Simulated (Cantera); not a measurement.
Input (Python, Cantera) and output of one run.

```python
import numpy as np
import cantera as ct

gas_names = """
    CL CL2 H HCL H2 N NH NH2 NH3 N2 N2H2 N2H4 Si SiCL SiCL2 SiCL3 SiCL4 SiH SiHCL3 SiH2 SiH2CL2 SiH3
    SiH3CL SiH4 SiN Si2 Si2N Si3
""".split()
cond_names = """
    NH4CL(a) NH4CL(b) Si(cr) Si(L) Si3N4(a)
""".split()


# ... load() reads the species with a 1 bar reference pressure and builds the phases ...
atoms = {
    'SiHCl3': {'Si': 1, 'H': 1, 'CL': 3},
    'NH3': {'N': 1, 'H': 3},
    'H2': {'H': 2},
    'N2': {'N': 2},
}
top_T = {'Si3N4(a)': 2400}  # K; cautious upper limits of use, not melting points


# ... equilibrate(T, P, feed) seeds the gas with the atoms and calls Mixture.equilibrate('TP', solver="vcs", rtol=1e-11, max_steps=5000) ...
results = []
feed = {'SiHCl3': 1, 'NH3': 9.5, 'H2': 77, 'N2': 42}  # mol
T = 1550  # K
P = 13  # Pa
mix = equilibrate(T, P, feed)
results.append((T, P, feed, dict(zip(mix.species_names, mix.species_moles))))
print(gas.report(threshold=1e-06))
for i in range(1, mix.n_phases):
    print(f"{mix.phase(i).name:16s} {mix.phase_moles(i):12.5e} mol")
```

Result:

```
       temperature   1550 K
          pressure   13 Pa
           density   1.1575e-05 kg/m^3
  mean mol. weight   11.475 kg/kmol
   phase of matter   gas

                          1 kg             1 kmol
                     ---------------   ---------------
          enthalpy        3.2591e+06        3.7397e+07  J
   internal energy         2.136e+06         2.451e+07  J
           entropy             24654         2.829e+05  J/K
    Gibbs function       -3.4955e+07        -4.011e+08  J
 heat capacity c_p            2909.8             33390  J/K
 heat capacity c_v            2185.2             25075  J/K

                      mass frac. Y      mole frac. X     chem. pot. / RT
                     ---------------   ---------------   ---------------
                CL        0.00015253        4.9374e-05           -31.589
                 H        0.00019478         0.0022173           -14.043
               HCL          0.057106          0.017974           -45.632
                H2            0.1132           0.64433           -28.086
                N2           0.81408           0.33346            -36.16
                Si        0.00062544        0.00025554           -4.6671
              SiCL        0.00017456        3.1527e-05           -36.256
             SiCL2          0.014412         0.0016708           -67.844
               SiH        1.5583e-05        6.1463e-06            -18.71
              SiH2        4.7202e-06        1.7994e-06           -32.753
               SiN        6.4512e-06        1.7587e-06           -22.747
              Si2N        1.7111e-05        2.7978e-06           -27.414
     [  +16 minor]         1.216e-05        1.3438e-06

Si(cr)            7.23092e-01 mol
Si3N4(a)          0.00000e+00 mol
```

Equilibrium computed with Cantera from the NASA thermochemical tables; the gas is ideal and each condensed phase is pure. The tables' values for SiCl are old estimates; treat these amounts as uncertain.
